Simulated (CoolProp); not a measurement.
Vapour-liquid equilibrium of CH2F2 (R32) (1) + R125 (2) at 1.33 MPa; x and y are mole fractions of (1).

Computed with CoolProp (multi-fluid Helmholtz-energy mixture model, Tillner-Roth 1997 and Lemmon 2005; pair parameters Lemmon 2004).

| x | bubble temperature (°C) | y at the bubble point | dew temperature at overall composition x (°C) | liquid density (mol/L) |
|---|---|---|---|---|
| 0.05 | 23.0 | 0.062 | 23.1 | 10.25 |
| 0.125 | 22.0 | 0.152 | 22.3 | 10.68 |
| 0.2 | 21.0 | 0.237 | 21.4 | 11.13 |
| 0.275 | 20.2 | 0.319 | 20.6 | 11.61 |
| 0.35 | 19.4 | 0.396 | 19.9 | 12.13 |
| 0.425 | 18.7 | 0.470 | 19.2 | 12.68 |
| 0.5 | 18.1 | 0.540 | 18.5 | 13.27 |
| 0.575 | 17.6 | 0.609 | 17.9 | 13.92 |
| 0.65 | 17.2 | 0.677 | 17.4 | 14.63 |
| 0.725 | 16.8 | 0.743 | 16.9 | 15.41 |
| 0.8 | 16.6 | 0.811 | 16.6 | 16.28 |
| 0.875 | 16.4 | 0.879 | 16.4 | 17.24 |
| 0.95 | 16.3 | 0.950 | 16.3 | 18.33 |

No azeotrope shows between x = 0.05 and 0.95.

Pair parameters are fitted to limited data, so mixtures are less certain than the pure fluids.
